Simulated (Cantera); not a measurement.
An isothermal, constant-pressure homogeneous reactor starts with CH₄ : H₂ = 1 : 63 (molar parts), at 1750 K and 0.00590 bar.

Model: GRI-Mech 3.0 (53 species, 325 reactions), integrated in Cantera. GRI-Mech 3.0 stops at C3 and has no aromatics, soot or wall deposition, so with more carbon than oxygen in the feed, carbon stays in small species such as C2H2 where larger ones or solid carbon would form. Radical loss at walls, strong at low pressure, is not modelled.

Predict: x(CH₄) at 10.0 s; x(H₂) at 10.0 s; x(C₂H₂) at 10.0 s; x(C₂H₄) at 10.0 s; x(CH₂) at 10.0 s; x(C₂H) at 10.0 s.


| Property | Result |
|---|---|
| x(CH₄) at 10.0 s | 0.000861 (gas-phase equilibrium 4.30e-5) |
| x(H₂) at 10.0 s | 0.989 (gas-phase equilibrium 0.989) |
| x(C₂H₂) at 10.0 s | 0.00723 (gas-phase equilibrium 0.00766) |
| x(C₂H₄) at 10.0 s | 1.58e-6 (gas-phase equilibrium 1.48e-6) |
| x(CH₂) at 10.0 s | 1.57e-7 (gas-phase equilibrium 8.81e-9) |
| x(C₂H) at 10.0 s | 1.48e-7 (gas-phase equilibrium 1.65e-7) |
